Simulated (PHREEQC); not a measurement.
Solution (25 °C): 0.05 mol CsOH, 0.011 mol H3BO3 and 0.017 mol K3PO4 per kg of water. Closed to the air; pH follows from the charge balance.

The numbers come from PHREEQC with the ion-association model, wateq4f.dat.

Each row changes one thing in this solution. No solid was allowed to form.

```tsv
case	pH	ionic strength (mol/kgw)	PO4-3 (mol/kgw)	HPO4-2 (mol/kgw)	H2PO4- (mol/kgw)
as made	12.48	0.146	0.0143	0.00261	5.96e-9
diluted 2-fold with water	12.24	0.0707	0.00591	0.00254	1.22e-8
H3BO3 left out	12.58	0.147	0.0148	0.00215	3.92e-9
K3PO4 replaced by NaH2PO4 at the same molality	11.96	0.104	0.00994	0.00698	5.80e-8
diluted 100-fold with water	10.73	0.00119	4.83e-6	0.000165	4.41e-8
```

H3PO4, which wateq4f.dat lacks, is added to it with the constant of phreeqc.dat.
